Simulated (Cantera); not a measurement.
Mixture: CH₄ : CO : O₂ : N₂ = 1 : 0.47 : 2.38 : 8.94 (molar parts), at 0.987 atm, adiabatic and at constant volume. Ignition delay is the time to a rise of 400 K.

Computed with Cantera and GRI-Mech 3.0 (53 species, 325 reactions).

Task: What does this change do: pressure from 0.987 atm to 9.87 atm?

Result: 
| quantity | before | after |
|---|---|---|
| delay at 1100 K | 0.263 s | 29.4 ms |
| delay at 1200 K | 51.3 ms | 6.48 ms |
| delay at 1300 K | 12.0 ms | 1.73 ms |
| delay at 1400 K | 3.32 ms | 0.536 ms |
| delay at 1500 K | 1.10 ms | 0.187 ms |
| delay at 1600 K | 0.438 ms | 72.5 µs |
| delay at 1700 K | 0.203 ms | 31.3 µs |
| apparent activation energy between 1500 and 1700 K | 180 kJ/mol | 190 kJ/mol |
